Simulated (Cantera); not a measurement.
Input (Python, Cantera):

```python
import numpy as np
import cantera as ct

gas = ct.Solution("gri30.yaml")
gas.TPX = 1000, 500000, {'CO': 0.003, 'O2': 0.044, 'H2O': 0.00067, 'N2': 1}
inlet = ct.Reservoir(gas, clone=True)

reactor = ct.IdealGasConstPressureReactor(gas, energy="off", clone=False)
exhaust = ct.Reservoir(gas, clone=True)
tau = [6.9, 2.4, 0.81, 0.28, 0.094, 0.032, 0.011, 0.0037, 0.0013][0]
for a, b in ((inlet, reactor), (reactor, exhaust)):
    ct.MassFlowController(a, b, mdot=lambda t: reactor.mass / tau)
net = ct.ReactorNet([reactor])
show = ['CO', 'O2', 'H2O', 'NO', 'NO2', 'H2O2']

rows = []
print(f"{'tau/s':>10s}{'T/K':>9s}" + "".join(f"{s:>11s}" for s in show))
for tau in [6.9, 2.4, 0.81, 0.28, 0.094, 0.032, 0.011, 0.0037, 0.0013]:
    net.initial_time = 0.0
    net.advance(30 * tau)
    before = gas.X
    net.advance(40 * tau)
    drift = np.max(np.abs(gas.X - before) / (gas.X + 1e-9))
    rows.append([gas.T, *gas[show].X, drift])
    print(f"{tau:10.3e}{gas.T:9.1f}" + "".join(f"{x:11.3e}" for x in gas[show].X))
```

Output:

```
     tau/s      T/K         CO         O2        H2O         NO        NO2       H2O2
 6.900e+00   1000.0  1.923e-03  4.155e-02  6.395e-04  4.127e-11  5.590e-10  2.485e-08
 2.400e+00   1000.0  2.442e-03  4.180e-02  6.393e-04  7.157e-12  8.703e-11  2.772e-08
 8.100e-01   1000.0  2.717e-03  4.193e-02  6.393e-04  9.566e-13  9.697e-12  2.512e-08
 2.800e-01   1000.0  2.824e-03  4.198e-02  6.394e-04  1.171e-13  7.442e-13  1.499e-08
 9.400e-02   1000.0  2.860e-03  4.200e-02  6.395e-04  6.024e-15  6.448e-15  1.094e-09
 3.200e-02   1000.0  2.863e-03  4.200e-02  6.395e-04  1.526e-16  7.558e-18  1.568e-11
 1.100e-02   1000.0  2.863e-03  4.200e-02  6.395e-04  1.260e-17  5.521e-20  8.873e-13
 3.700e-03   1000.0  2.863e-03  4.200e-02  6.395e-04  1.557e-18  6.407e-22  5.058e-14
 1.300e-03   1000.0  2.863e-03  4.200e-02  6.395e-04  2.524e-19  1.035e-23  2.636e-15
```

Computed with Cantera and GRI-Mech 3.0 (53 species, 325 reactions).
